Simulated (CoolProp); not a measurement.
Ethylene along the isobar 7510 kPa: fugacity coefficient from the reference equation and from simpler models built on Tc = 9.2 °C, pc = 5042 kPa, ω = 0.087; each cubic takes its own stable root.

Values from CoolProp's reference Helmholtz-energy equation of state, Smukala 2000.

```tsv
T (°C)	phase	reference
-37.25	liquid	0.2062
-13.45	liquid	0.3408
10.35	supercritical	0.4955
34.15	supercritical	0.6338
57.95	supercritical	0.7179
81.65	supercritical	0.7762
105.45	supercritical	0.8206
129.25	supercritical	0.8554
153.05	supercritical	0.8830
176.85	supercritical	0.9054
```

Question: How far does each simpler model (van der Waals, Redlich-Kwong, Soave-Redlich-Kwong, Peng-Robinson) lie from the reference over these 10 states: mean and median of the absolute difference, and the worst?

Answer: 
- van der Waals: mean 9.8 %, median 2.9 %, worst +51.4 % at -37.25 °C and 7510 kPa
- Redlich-Kwong: mean 2.1 %, median 1.2 %, worst +6.9 % at -37.25 °C and 7510 kPa
- Soave-Redlich-Kwong: mean 1.2 %, median 1.0 %, worst +2.5 % at -37.25 °C and 7510 kPa
- Peng-Robinson: mean 2.7 %, median 2.6 %, worst -3.8 % at 34.15 °C and 7510 kPa
